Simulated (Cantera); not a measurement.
A diamond (100) surface in a fixed gas of H2 with x(CH4) = 0.0037, x(H) = 0.00025, at 1200 K, 0.0109 atm; coverages are run to steady state.

Cantera simulation using the Harris–Goodwin 1993 mechanism for the reconstructed diamond (100) surface; the numbers are that mechanism's predictions, not measurements.

One state of this run: growth (µm/h) = 0.0163; θ c6HH = 0.529; θ c6H* = 0.0332; θ c6*H = 0.426; θ c6** = 0.0115; θ c6HM = 0.000155. θ: site fractions in the mechanism's names (c6HH fully hydrogenated, c6H* and c6*H radical sites, c6** diradical, c6HM methylated).

Task: Which value of x(CH3) does it belong to?
(A) 0.00028
(B) 5e-06
(C) 5.6e-05
(D) 0.00063

Result: C, 5.6e-05
